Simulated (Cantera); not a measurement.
Charge: 1 mol SiHCl₃, 0.53 mol N₂, 60 mol H₂, equilibrated at 100 Torr.

These are equilibrium values from Cantera (NASA tables, ideal gas, pure condensed phases), not measurements of a reactor. Candidate condensed phases: NH₄Cl, Si, Si₃N₄; 28 gas species. N₂ is the only nitrogen source here; it is nearly inert below about 1500 K, so the nitride shown seldom forms there in practice. Mutual solubility and eutectic melting of coexisting phases are not modelled. The tables' values for SiCl₃, SiCl are old estimates; treat these amounts as uncertain. Gases not in the tables: Si₂H₆ and higher silanes. Rates play no part.

x: gas mole fraction; n: condensed amount in mol.

| T (°C) | x H₂ | x HCl | x N₂ | x SiCl₂ | x SiCl₄ | x SiHCl₃ | x H | n Si₃N₄(s) | n Si(s) | n Si(l) |
|---|---|---|---|---|---|---|---|---|---|---|
| 1000 | 0.957 | 0.0399 | 6.48e-6 | 0.00183 | 0.000528 | 0.000507 | 1.91e-6 | 0.265 | 0 | 0 |
| 1050 | 0.956 | 0.0406 | ? | ? | ? | ? | ? | 0.264 | 0 | 0 |
| 1100 | 0.956 | 0.0410 | 5.56e-5 | 0.00281 | 0.000113 | 0.000167 | 8.92e-6 | 0.263 | 0 | 0 |
| 1150 | 0.955 | 0.0409 | 0.000155 | 0.00316 | 5.17e-5 | 9.37e-5 | 1.78e-5 | 0.260 | 0 | 0 |
| 1200 | 0.955 | 0.0404 | 0.000376 | 0.00361 | 2.48e-5 | 5.51e-5 | 3.39e-5 | 0.253 | 0 | 0 |
| 1250 | 0.955 | 0.0393 | ? | ? | ? | ? | ? | 0.241 | 0 | 0 |
| 1300 | 0.956 | 0.0378 | 0.00140 | 0.00505 | 6.70e-6 | 2.25e-5 | 0.000109 | 0.222 | 0.0114 | 0 |
| 1350 | 0.954 | 0.0375 | 0.00332 | 0.00517 | 3.43e-6 | 1.35e-5 | 0.000185 | 0.162 | 0.185 | 0 |
| 1400 | 0.950 | 0.0372 | 0.00747 | 0.00526 | 1.82e-6 | 8.31e-6 | 0.000304 | 0.0318 | 0.569 | 0 |
| 1450 | 0.948 | 0.0375 | 0.00847 | 0.00513 | 9.84e-7 | 5.13e-6 | 0.000486 | 0 | 0 | 0.673 |

**Question.** Complete the blanks.

**Answer.** 
- 1050, x N₂: 1.87e-5
- 1050, x SiCl₂: 0.00240
- 1050, x SiCl₄: 0.000251
- 1050, x SiHCl₃: 0.000300
- 1050, x H: 4.25e-6
- 1250, x N₂: 0.000766
- 1250, x SiCl₂: 0.00425
- 1250, x SiCl₄: 1.27e-5
- 1250, x SiHCl₃: 3.46e-5
- 1250, x H: 6.19e-5
